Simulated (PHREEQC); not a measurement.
Make-up at 25 °C: 0.21 mol CuSO4, 0.076 mol HNO3 and 3.5e-05 mol H3BO3 per kg of water. Closed to the air; pH follows from the charge balance.

Equilibrium calculation in PHREEQC: ion-association model, phreeqc.dat.

This is a speciation only: nothing precipitates in the calculation.

Question: Estimate the pH.

Answer: pH 1.65.

Question: In which forms is Cu present?

Answer: Cu+2 58 %, CuSO4 42 % of the Cu.

Complexes and solids missing from the database can't appear.
